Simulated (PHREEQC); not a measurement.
Consider water at 25 °C and 100 atm with 1.5 mol/kgw HBr, 0.0011 mol/kgw AlCl3 and 0.0065 mol/kgw MnSO4. Closed to the air; pH follows from the charge balance.

Computed with PHREEQC (ion-association model, phreeqc.dat).

Each row changes one thing in this solution. No solid was allowed to form.

| case | pH | HSO4- (mol/kgw) | SO4-2 (mol/kgw) | AlSO4+ (mol/kgw) | MnCl+ (mol/kgw) | MnSO4 (mol/kgw) | SI of Gibbsite (Al(OH)3) |
|---|---|---|---|---|---|---|---|
| as made | -0.04 | 0.00604 | 0.000430 | 1.79e-5 | 1.58e-5 | 7.77e-6 | -12.51 |
| 0.015 mol/kgw KHSO4 added | -0.04 | 0.0200 | 0.00143 | 5.68e-5 | 1.57e-5 | 2.55e-5 | -12.53 |
| HBr from 1.5 to 1.65 mol/kgw | -0.08 | 0.00605 | 0.000425 | 1.67e-5 | 1.55e-5 | 6.97e-6 | -12.64 |
| temperature from 25 to 15 °C | -0.04 | 0.00596 | 0.000513 | 1.95e-5 | 1.64e-5 | 7.70e-6 | -13.08 |
| diluted 10-fold with water | 0.92 | 0.000530 | 0.000117 | 2.32e-6 | 3.07e-7 | [?] | -10.19 |
| 0.027 mol/kgw HNO3 added | -0.05 | 0.00604 | 0.000429 | 1.76e-5 | 1.57e-5 | 7.61e-6 | -12.53 |
| diluted 5-fold with water | 0.63 | 0.00113 | 0.000161 | 3.94e-6 | 9.91e-7 | 2.30e-6 | -10.89 |
| 0.4 mol/kgw (NH4)2CO3 added | 0.29 | 0.00511 | [?] | 3.21e-5 | 1.58e-5 | 1.41e-5 | -11.52 |
| temperature from 25 to 75 °C | -0.03 | 0.00634 | 0.000148 | 7.76e-6 | 1.33e-5 | 4.78e-6 | -10.17 |

### Question
What belongs in the gaps?

### Answer

- diluted 10-fold with water, MnSO4 (mol/kgw): 1.36e-6
- 0.4 mol/kgw (NH4)2CO3 added, SO4-2 (mol/kgw): 0.000782

The ionic strength passes 0.7 mol/kgw, the rough limit of the ion-association models, in as made; 0.015 mol/kgw KHSO4 added; HBr from 1.5 to 1.65 mol/kgw; temperature from 25 to 15 °C; 0.027 mol/kgw HNO3 added; 0.4 mol/kgw (NH4)2CO3 added; temperature from 25 to 75 °C. Complexes and solids missing from the database can't appear. Under pressure, the constants of complexes without a molar volume in the database are unreliable. Carbamate, which ammonia and carbonate form, is missing from the database. Away from 25 °C the constants follow the database's enthalpies or fits; those with neither stay at their 25 °C values.
